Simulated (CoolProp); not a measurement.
Vapour-liquid equilibrium of carbon dioxide (1) + R124 (2) at -29.05 °C; x and y are mole fractions of (1).

Values from CoolProp's multi-fluid Helmholtz-energy mixture model, Span 1996 and de Vries 1995; pair parameters Bell 2016.

```
x      bubble pressure (MPa)  y at the bubble point  dew pressure at overall composition x (MPa)  liquid density (mol/L)
-----  ---------------------  ---------------------  -------------------------------------------  ----------------------
0.05                  0.1177                  0.613                                      0.04910                   11.51
0.125                 0.2174                  0.799                                      0.05327                   12.07
0.2                   0.3118                  0.866                                      0.05819                   12.67
0.275                 0.4040                  0.903                                      0.06411                   13.32
0.35                  0.4963                  0.926                                      0.07134                   14.03
0.425                 0.5905                  0.942                                      0.08041                   14.81
0.5                   0.6882                  0.955                                      0.09210                   15.67
0.575                 0.7906                  0.965                                       0.1077                   16.61
0.65                  0.8985                  0.974                                       0.1297                   17.65
0.725                  1.012                  0.981                                       0.1629                   18.81
0.8                    1.132                  0.987                                       0.2185                   20.09
0.875                  1.258                  0.993                                       0.3297                   21.54
0.95                   1.387                  0.997                                       0.6455                   23.16
```

No azeotrope shows between x = 0.05 and 0.95.

The pair parameters rest on a limited set of measurements; away from them the model extrapolates.
